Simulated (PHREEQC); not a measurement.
Dissolve 0.7 mol KHSO4 per kg of water at 20 °C. Closed to the air; pH follows from the charge balance.

Model: ion-association model, wateq4f.dat, run in PHREEQC.

This is a speciation only: nothing precipitates in the calculation.

**Question.** Estimate the pH, activity of water.

**Answer.** pH 0.79; activity of water 0.974.

**Question.** In which forms is K present?

**Answer.** K+ 89 %, KSO4- 11 % of the K.

Caution: at this ionic strength the ion-association model is outside its range; a Pitzer model would be the better tool where its parameters exist.
